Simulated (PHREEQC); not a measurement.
Alkaline etch or developer

Consider water at 30 °C with 0.21 mol/kgw NaOH and 0.00022 mol/kgw NaAlO2. Closed to the air; pH follows from the charge balance.

Model: ion-association model, phreeqc.dat, run in PHREEQC.

Precipitation was switched off in this run.

Problem. Predict the pH, density.

Solution. pH 13.00; density 1.005 g/cm³.
